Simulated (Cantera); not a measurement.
A perfectly stirred reactor is fed with 30.1 % H2, 69.9 % O2, at 0.0200 bar; it is held at 1248 K, and followed from long to short residence time.

Cantera simulation using the H2/O2 subset of GRI-Mech 3.0, which has no nitrogen chemistry; the numbers are that mechanism's predictions, not measurements. Radical loss at walls, strong at low pressure, is not modelled. The temperature is held fixed by assumption; the heat of reaction is taken as removed at once.

x: mole fraction; the columns are a selection and need not sum to one.

| τ (s) | x H2 | x O2 | x H2O2 | x HO2 | x OH | x H2O | x O |
|---|---|---|---|---|---|---|---|
| 4.5 | 0.000280 | 0.645 | ___ | 3.61e-6 | 0.00155 | 0.352 | 0.000674 |
| 2.3 | 0.000435 | 0.644 | ___ | 4.93e-6 | 0.00194 | 0.352 | 0.00106 |
| 1.2 | 0.000665 | 0.644 | ___ | 6.46e-6 | 0.00241 | 0.351 | 0.00163 |
| 0.64 | 0.001000 | 0.643 | ___ | 8.14e-6 | 0.00298 | 0.350 | 0.00248 |
| 0.33 | 0.00153 | 0.641 | ___ | 1.00e-5 | 0.00371 | 0.348 | 0.00384 |
| 0.17 | 0.00233 | 0.639 | ___ | 1.19e-5 | 0.00462 | 0.346 | 0.00592 |
| 0.090 | 0.00347 | 0.636 | ___ | 1.36e-5 | 0.00569 | 0.342 | 0.00892 |
| 0.047 | 0.00517 | 0.631 | 8.84e-7 | 1.49e-5 | 0.00700 | 0.336 | 0.0134 |
| 0.024 | 0.00769 | 0.624 | 9.23e-7 | 1.59e-5 | 0.00859 | 0.326 | 0.0202 |
| 0.013 | 0.0108 | 0.615 | 9.20e-7 | 1.62e-5 | 0.0102 | 0.312 | 0.0286 |
| 0.0066 | 0.0153 | 0.601 | 8.72e-7 | 1.59e-5 | 0.0120 | 0.291 | 0.0403 |

Some entries are withheld; supply them.


- 4.5, x H2O2: 2.92e-7
- 2.3, x H2O2: 3.64e-7
- 1.2, x H2O2: 4.44e-7
- 0.64, x H2O2: 5.30e-7
- 0.33, x H2O2: 6.28e-7
- 0.17, x H2O2: 7.26e-7
- 0.090, x H2O2: 8.13e-7
